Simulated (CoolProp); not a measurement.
Vapour-liquid equilibrium of isobutene (1) + acetone (2) at 1.09 MPa; x and y are mole fractions of (1).

Model: multi-fluid Helmholtz-energy mixture model, Lemmon 2005 and Lemmon 2006; pair parameters Bell 2016, in CoolProp.

**Question.** Give the bubble temperature and the first vapour's composition at x = 0.15, 0.65, 0.85. Is there an azeotrope?

**Answer.** x = 0.15: 393.4 K, y = 0.463; x = 0.65: 357.8 K, y = 0.857; x = 0.85: 351.8 K, y = 0.928. No azeotrope shows between x = 0.05 and 0.95.

The pair parameters rest on a limited set of measurements; away from them the model extrapolates.
